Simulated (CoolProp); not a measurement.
Vapour pressure (MPa) of toluene: the reference equation beside estimates from Tc = 591.7 K, pc = 4.126 MPa, ω = 0.266.

Model: reference Helmholtz-energy equation of state, Lemmon 2006, in CoolProp. It is a short technical equation, of lower accuracy than the large ones.

```tsv
T (K)	reference	Lee-Kesler	Redlich-Kwong
268.2	0.0006565	0.0006138	0.002139
273.6	0.0009320	0.0008713	0.002938
278.9	0.001294	0.001210	0.003951
284.2	0.001771	…	0.005238
289.6	0.002405	0.002255	0.006888
294.9	0.003205	0.003011	0.008901
300.3	0.004242	0.003994	0.01142
305.6	0.005521	0.005212	…
311	0.007144	0.006763	0.01812
316.3	0.009106	0.008646	0.02245
321.6	0.01150	0.01095	0.02756
327	0.01445	0.01380	…
332.3	0.01792	0.01718	0.04068
337.7	0.02214	…	0.04893
343	0.02704	0.02609	0.05824
```

Q: Some entries are withheld; supply them.

A: 
- 284.2, Lee-Kesler: 0.001658
- 305.6, Redlich-Kwong: 0.01443
- 327, Redlich-Kwong: 0.03368
- 337.7, Lee-Kesler: 0.02130

Absolute difference from the reference over all 15 rows, mean and median: Lee-Kesler 5.4 and 5.6 %, Redlich-Kwong 164.9 and 161.4 %.
